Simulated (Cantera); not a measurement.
Charge: 1 mol borazine, a varied amount of O2, at 120 Pa.

Cantera equilibrium calculation (NASA polynomials, part measured and part estimated; ideal gas, pure solids and liquids). Candidate condensed phases: B, BN, B2O3, B3O3H3, H2O; 39 gas species. The feed counts by its element totals alone. Mutual solubility and eutectic melting of coexisting phases are not modelled. Equilibrium is a limit: real reactors are often held back by kinetics, nucleation or transport.

Stable condensed phases, one row left out:

```
T in °C \ n(O2) in mol
         0.068   0.1  0.16  0.24  0.36  0.54  0.82   1.2   1.9   2.9   4.3   6.6   9.9
   1675      A     A     B     B     B     B     B     B     C     C     C     C     C
   1625      B     B     B     B     B     B     B     B     C     C     C     C     C
   1575      B     B     B     B     B     B     B     B     C     C     C     C     C
   1525      B     B     B     B     B     B     B     B     C     C     C     C     C
   1475      B     B     B     B     B     B     B     B     C     C     C     C     C
   1425      B     B     B     B     B     B     B     B     C     C     C     C     C
   1325      B     B     B     B     B     B     B     B     D     C     C     C     C
   1275      B     B     B     B     B     D     D     D     D     E     C     C     C
   1225      B     B     B     D     D     D     D     D     D     E     E     E     C
   1175      B     D     D     D     D     D     D     D     D     E     E     E     E
```

A: B + BN; B: BN; C: gas only; D: BN + B2O3; E: B2O3.

Give the row for 1375 °C.

0.068: BN; 0.1: BN; 0.16: BN; 0.24: BN; 0.36: BN; 0.54: BN; 0.82: BN; 1.2: BN; 1.9: BN; 2.9: gas only; 4.3: gas only; 6.6: gas only; 9.9: gas only.
